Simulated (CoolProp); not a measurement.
Ethylene along the isobar 0.91 MPa: density (kg/m³) from the reference equation and from simpler models built on Tc = 282.4 K, pc = 5.042 MPa, ω = 0.087; each cubic takes its own stable root.

Computed with CoolProp (reference Helmholtz-energy equation of state, Smukala 2000).

| T (K) | phase | reference |
|---|---|---|
| 249.8 | gas | 13.59 |
| 255.6 | gas | 13.18 |
| 261.5 | gas | 12.79 |
| 267.3 | gas | 12.43 |
| 273.2 | gas | 12.10 |
| 279 | gas | 11.78 |
| 284.9 | gas | 11.49 |
| 290.7 | gas | 11.21 |
| 296.6 | gas | 10.94 |
| 302.4 | gas | 10.70 |
| 308.2 | gas | 10.46 |
| 314.1 | gas | 10.23 |
| 319.9 | gas | 10.02 |
| 325.8 | gas | 9.814 |
| 331.6 | gas | 9.619 |

Problem. How far does each simpler model (ideal gas, van der Waals, Redlich-Kwong) lie from the reference over these 15 states: mean and median of the absolute difference, and the worst?

Solution. 
- ideal gas: mean 6.1 %, median 5.8 %, worst -9.6 % at 249.8 K and 0.91 MPa
- van der Waals: mean 0.8 %, median 0.6 %, worst -2.0 % at 249.8 K and 0.91 MPa
- Redlich-Kwong: mean 0.1 %, median 0.1 %, worst -0.2 % at 249.8 K and 0.91 MPa
